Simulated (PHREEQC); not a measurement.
Synthetic water in mg/kgw, 71 °C, pH 6.04, pe 9.1:

```csv
constituent,mg/kgw
Na,0.0281
K,0.00124
Ca,0.0278
Mg,0.0117
Cl,0.0327
S(6) as SO4,0.105
Alkalinity as HCO3,0.0306
N(5) as NO3,0.00235
```

Valence states are taken as typed.

The numbers come from PHREEQC with the ion-association model, wateq4f.dat.

- ionic strength: 6.81e-6 mol/kgw
- charge-balance error: -0.5 %

```
species  molality  activity   log γ
-------  --------  --------  ------
CO2       2.30e-6   2.30e-6   0.000
HCO3-     1.24e-6   1.23e-6  -0.001
Na+       1.22e-6   1.22e-6  -0.001
SO4-2     1.09e-6   1.08e-6  -0.006
Cl-       9.22e-7   9.19e-7  -0.001
H+        9.15e-7   9.12e-7  -0.001
Ca+2      6.93e-7   6.84e-7  -0.006
Mg+2      4.81e-7   4.74e-7  -0.006
OH-       1.78e-7   1.77e-7  -0.001
NO3-      3.79e-8   3.78e-8  -0.001
K+        3.17e-8   3.16e-8  -0.001
```

Precipitation was switched off in this run. Constants without temperature data keep their 25 °C values here.
